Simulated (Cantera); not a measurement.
Charge: 1 mol MgO, 0.69 mol H2S, 4.7 mol N2, equilibrated at 902 °C and 0.0220 bar.

Method: chemical equilibrium by Gibbs-energy minimisation in Cantera with the NASA 1993 tables (ideal gas, pure condensed phases). Candidate condensed phases: H2O, H2SO4, Mg, MgO, Mg(OH)2, MgS, MgSO4, S; 43 gas species. Mutual solubility and eutectic melting of coexisting phases are not modelled. Gases not in the tables: S3 to S7. Equilibrium is a limit: real reactors are often held back by kinetics, nucleation or transport.

Base state: N2 0.842, H2 0.0687, H2S 0.0510, S2 0.0343, H2O 0.00389, SH 0.000151 (mole fractions); condensed: MgO(s) + MgS(s).

### Question
What changes in the equilibrium state with this change: temperature from 902 °C to 1625 °C?

### Answer
| species | before | after |
|---|---|---|
| N2 | 0.842 | 0.815 |
| H2 | 0.0687 | 0.110 |
| S2 | 0.0343 | 0.0545 |
| H2S | 0.0510 | 0.00301 |
| Mg | <1e-9 | 0.00424 |
| MgS | <1e-9 | 0.000256 |
| H | 2.17e-7 | 0.00175 |
| S | 4.15e-7 | 0.00248 |
| MgO(s), mol | 0.978 | 0.974 |
| MgS(s), mol | 0.0217 | 0 |
